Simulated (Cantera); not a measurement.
Input (Python, Cantera):

```python
import numpy as np
import cantera as ct

gas = ct.Solution("gri30.yaml")
gas.TPX = 1423, 100000, {'CH4': 1, 'CO2': 0.46}
reactor = ct.IdealGasConstPressureReactor(gas, energy="off", clone=False)
net = ct.ReactorNet([reactor])
net.rtol, net.atol = 1e-08, 1e-18
show = ['CH4', 'CO2', 'C2H', 'O', 'CH2O']
times = np.geomspace(0.0003, 5, 9)

steps = ct.SolutionArray(gas, extra=["t"])
rows = []
print(f"{'t/s':>10s}{'T/K':>9s}{'P/Pa':>11s}" + "".join(f"{s:>11s}" for s in show))
for t in times:
    while net.time < t:
        t_next = net.step()
        steps.append(gas.state, t=t_next)
    rows.append([np.interp(t, steps.t, y) for y in (steps.T, steps.P, *steps(*show).X.T)])
    print(f"{t:10.3e}{rows[-1][0]:9.1f}{rows[-1][1]:11.4g}" + "".join(f"{x:11.3e}" for x in rows[-1][2:]))
rate = np.gradient(steps.T, steps.t)
print("integrator steps:", len(steps.t))
if steps.T.max() > steps.T[0] + 200:
    print(f"time of steepest temperature rise: {steps.t[rate.argmax()]:.4e} s")
gas.TPX = 1423, 100000, {'CH4': 1, 'CO2': 0.46}
gas.equilibrate("TP")
print(f"equilibrium (TP): T = {gas.T:.1f} K  " + "  ".join(f"{s} {gas[s].X[0]:.3e}" for s in show))
```

Result:

```
       t/s      T/K       P/Pa        CH4        CO2        C2H          O       CH2O
 3.000e-04   1423.0      1e+05  6.849e-01  3.151e-01  1.658e-17  1.009e-15  5.171e-09
 1.011e-03   1423.0      1e+05  6.847e-01  3.151e-01  1.539e-15  1.036e-15  5.626e-08
 3.409e-03   1423.0      1e+05  6.843e-01  3.150e-01  1.645e-14  1.070e-15  2.625e-07
 1.149e-02   1423.0      1e+05  6.826e-01  3.149e-01  2.349e-13  1.245e-15  8.371e-07
 3.873e-02   1423.0      1e+05  6.748e-01  3.140e-01  5.405e-12  2.258e-15  1.327e-06
 1.305e-01   1423.0      1e+05  6.445e-01  3.083e-01  6.457e-11  5.707e-15  1.186e-06
 4.401e-01   1423.0      1e+05  5.598e-01  2.854e-01  2.771e-10  1.330e-14  7.808e-07
 1.483e+00   1423.0      1e+05  3.946e-01  2.143e-01  6.629e-10  2.968e-14  4.390e-07
 5.000e+00   1423.0      1e+05  1.915e-01  7.673e-02  1.399e-09  6.807e-14  2.566e-07
integrator steps: 1390
equilibrium (TP): T = 1423.0 K  CH4 1.224e-01  CO2 1.200e-06  C2H 3.674e-10  O 6.646e-18  CH2O 7.650e-08
```

Computed with Cantera and GRI-Mech 3.0 (53 species, 325 reactions). GRI-Mech 3.0 stops at C3 and has no aromatics, soot or wall deposition, so with more carbon than oxygen in the feed, carbon stays in small species such as C2H2 where larger ones or solid carbon would form.
